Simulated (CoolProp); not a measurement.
Computed with CoolProp (reference Helmholtz-energy equation of state, Thol 2017).

### Question
For octamethyltrisiloxane (MDM), give the phase and the cp (kJ/(kg K)), speed of sound (m/s) at 370.6 K and 0.842 MPa; 472.8 K and 0.842 MPa; 540.9 K and 0.842 MPa.

### Answer
- 370.6 K and 0.842 MPa: liquid; cp 1.96, speed of sound 686
- 472.8 K and 0.842 MPa: liquid; cp 2.25, speed of sound 376
- 540.9 K and 0.842 MPa: gas; cp 2.28, speed of sound 92.1
